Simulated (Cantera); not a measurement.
**Adiabatic ignition**

An adiabatic, constant-volume homogeneous reactor starts with 16.0 % CO, 13.0 % H2, 4.01 % CH4, 14.1 % O2, 52.9 % N2, at 1750 K and 975 Torr.

Detailed kinetics in Cantera: GRI-Mech 3.0 (53 species, 325 reactions). Above 3000 K some thermodynamic fits are extrapolated.

```csv
t (s),T (K),P (bar),x CO,x H2,x CH4,x HCO,x CH2O,x CH2CO
4.00e-6,1750,1.30,0.160,0.130,0.0399,4.92e-9,2.46e-6,4.80e-9
1.53e-5,2530,1.91,0.159,0.0498,<1e-12,9.67e-7,3.04e-9,1.05e-11
5.83e-5,2990,2.20,0.150,0.0508,<1e-12,6.63e-7,5.78e-9,<1e-12
0.000222,3040,2.22,0.150,0.0511,<1e-12,6.67e-7,6.91e-9,<1e-12
0.000848,3035,2.22,0.151,0.0516,<1e-12,6.64e-7,6.99e-9,<1e-12
0.00324,3035,2.22,0.151,0.0516,<1e-12,6.64e-7,6.99e-9,<1e-12
0.0124,3035,2.22,0.151,0.0516,<1e-12,6.64e-7,6.99e-9,<1e-12
0.0471,3035,2.22,0.151,0.0516,<1e-12,6.64e-7,6.99e-9,<1e-12
0.180,3035,2.22,0.151,0.0516,<1e-12,6.64e-7,6.99e-9,<1e-12
0.687,3035,2.22,0.151,0.0516,<1e-12,6.64e-7,6.99e-9,<1e-12
2.62,3035,2.22,0.151,0.0516,<1e-12,6.64e-7,6.99e-9,<1e-12
10.0,3035,2.22,0.151,0.0516,<1e-12,6.64e-7,6.99e-9,<1e-12
```
x: mole fraction; the columns are a selection and need not sum to one.

```yaml
time_of_steepest_temperature_rise: 13.2 µs
temperature at 10.0 s: 3035 K
equilibrium_temperature: 3035 K
x(CO) at 10.0 s: 0.151 (gas-phase equilibrium 0.151)
x(H2) at 10.0 s: 0.0516 (gas-phase equilibrium 0.0516)
x(CH4) at 10.0 s: <1e-12 (gas-phase equilibrium <1e-12)
```
